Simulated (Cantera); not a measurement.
A closed system holds: 1 mol Si₂Cl₆, 1.7 mol NH₃, 1.6 mol H₂.

These are equilibrium values from Cantera (NASA tables, ideal gas, pure condensed phases), not measurements of a reactor. Candidate condensed phases: NH₄Cl, Si, Si₃N₄; 28 gas species. The feed counts by its element totals alone. The tables' values for SiCl₃ are old estimates. Kinetics and transport are ignored.

Problem. What condenses at these points (T in K, P in Pa): (1650, 710); (1125, 3700); (1725, 19000); (1200, 19000)?

Solution. 
```json
[
 {"T (K)": "1650", "P in Pa": "710", "condensed phases": "gas only", "Si condensed (%)": "0.0"},
 {"T (K)": "1125", "P in Pa": "3700", "condensed phases": "Si₃N₄", "Si condensed (%)": "56.5"},
 {"T (K)": "1725", "P in Pa": "19000", "condensed phases": "Si₃N₄", "Si condensed (%)": "12.6"},
 {"T (K)": "1200", "P in Pa": "19000", "condensed phases": "Si₃N₄", "Si condensed (%)": "55.0"}
]
```
